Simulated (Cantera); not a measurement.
An adiabatic, constant-volume homogeneous reactor starts with 1.34 % CH4, 0.0801 % C2H6, 0.307 % C3H8, 12.1 % O2, 86.1 % N2, equivalence ratio 0.37, at 1800 K and 220000 Pa.

Detailed kinetics in Cantera: GRI-Mech 3.0 (53 species, 325 reactions). GRI-Mech 3.0 was tuned for natural gas; its chemistry of propane as a main component is partial and can be far from experiment.

One state of this run: T (K) = 2381; P (bar) = 2.93; x CH4 = <1e-12; x C2H6 = <1e-12; x C3H8 = <1e-12; x NO = 0.000934; x C2H4 = <1e-12; x HCN = <1e-12; x NO2 = 9.63e-7. x: mole fraction; the columns are a selection and need not sum to one.

Task: Which value of t (s) does it belong to?
(A) 0.00862
(B) 0.862
(C) 0.00186
(D) 1.86e-5

Result: C, 0.00186
